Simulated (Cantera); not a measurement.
A closed system holds: 1 mol KCl, 0.65 mol H2, 4.6 mol N2, at 1477 °C and 263 Torr.

Method: chemical equilibrium by Gibbs-energy minimisation in Cantera with the NASA 1993 tables (ideal gas, pure condensed phases). Candidate condensed phases: K, KCl, NH4Cl; 17 gas species. Kinetics and transport are ignored.

Base state: N2 0.737, KCl 0.153, H2 0.103, K 0.00245, HCl 0.00245, K2Cl2 0.00224, H 0.000126 (mole fractions); condensed: gas only.

**Question.** What changes in the equilibrium state with this change: temperature from 1477 °C to 827 °C?

**Answer.** 
```csv
species,before,after
N2,0.737,0.872
H2,0.103,0.123
KCl,0.153,0.00308
H,0.000126,1.53e-8
K,0.00245,5.08e-6
HCl,0.00245,5.08e-6
"KCl(l), mol",0,0.969
```
